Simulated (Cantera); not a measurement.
Source: NASA polynomial tables (part measured, part estimated), evaluated in Cantera. Values are per mole of reaction as written; species without (g) are pure solids or liquids, kept so even where they would boil at 1 bar.

5 C2H5OH(g) + 5 C2H2(g) + 2 Ta ⇌ 10 C2H4(g) + Ta2O5

| T (K) | ΔH° (kJ) | ΔS° (J/K) | ΔG° (kJ) | log10 K |
|---|---|---|---|---|
| 300 | -1487.3 | -154.3 | -1441.0 | 250.90 |
| 1625 | ? | ? | ? | ? |
| 1675 | -1481.4 | -163.9 | -1206.8 | 37.63 |
| 1725 | ? | ? | ? | ? |
| 1775 | ? | ? | ? | ? |
| 1825 | ? | ? | ? | ? |

### Question
Some entries are withheld; supply them.

### Answer

- 1625, ΔH° (kJ): -1482.6
- 1625, ΔS° (J/K): -164.6
- 1625, ΔG° (kJ): -1215.0
- 1625, log10 K: 39.06
- 1725, ΔH° (kJ): -1480.2
- 1725, ΔS° (J/K): -163.2
- 1725, ΔG° (kJ): -1198.7
- 1725, log10 K: 36.30
- 1775, ΔH° (kJ): -1478.9
- 1775, ΔS° (J/K): -162.5
- 1775, ΔG° (kJ): -1190.5
- 1775, log10 K: 35.03
- 1825, ΔH° (kJ): -1477.7
- 1825, ΔS° (J/K): -161.8
- 1825, ΔG° (kJ): -1182.4
- 1825, log10 K: 33.84
